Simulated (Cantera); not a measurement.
Input: 1 mol AlN, 0.67 mol O₂, 41 mol N₂, equilibrated at 133 Pa.

Method: chemical equilibrium by Gibbs-energy minimisation in Cantera with the NASA 1993 tables (ideal gas, pure condensed phases). Candidate condensed phases: Al, AlN, Al₂O₃; 16 gas species. Mutual solubility and eutectic melting of coexisting phases are not modelled. Equilibrium is a limit: real reactors are often held back by kinetics, nucleation or transport. All values below are at 1275 K.

Base state: N₂ 1.00 (mole fractions); condensed: AlN(s) + Al₂O₃(s).

What changes in the equilibrium state with this change: 2 mol Cl₂ added?


| species | before | after |
|---|---|---|
| N₂ | 1.00 | 0.936 |
| Cl | 0 | 0.0398 |
| Cl₂ | 0 | 0.0216 |
| AlCl₃ | 0 | 0.00241 |
| AlN(s), mol | 0.107 | 0 |
| Al₂O₃(s), mol | 0.447 | 0.447 |
Further candidate phases: AlCl₃.
